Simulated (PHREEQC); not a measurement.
## Alkaline etch or developer: speciation

Dissolve 0.01 mol NaOH and 4.6e-07 mol H4SiO4 per kg of water at 20 °C. Closed to the air; pH follows from the charge balance.

The numbers come from PHREEQC with the Pitzer model, pitzer.dat.

```
Property                       Value
--------------------  --------------
pH                             12.12
ionic strength        0.0100 mol/kgw
specific conductance      2050 µS/cm
osmotic coefficient            0.968
total alkalinity         10.0 meq/kg
```

| species | molality | activity | log γ |
|---|---|---|---|
| OH- | 0.0100 | 0.00902 | -0.045 |
| Na+ | 0.0100 | 0.00903 | -0.044 |
| H3SiO4- | 4.20e-7 | 3.76e-7 | -0.047 |
| H2SiO4-2 | 3.80e-8 | 2.41e-8 | -0.197 |
| H4SiO4 | 2.31e-9 | 2.32e-9 | 0.001 |

Precipitation was switched off in this run.
